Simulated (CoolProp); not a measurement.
Values from CoolProp's reference Helmholtz-energy equation of state, de Reuck 1993.

### Question
Give the vapour pressure (MPa), vapour density (kg/m³), liquid cp (kJ/(kg K)), liquid viscosity (µPa s) of saturated methanol at 386.4, 422 K.

### Answer
```tsv
T (K)	p (MPa)	vapour density (kg/m³)	liquid cp (kJ/(kg K))	liquid viscosity (µPa s)
386.4	0.528	5.98	3.32	195
422	1.36	15.5	3.82	139
```

Viscosity comes from a separate model (Xiang 2006).
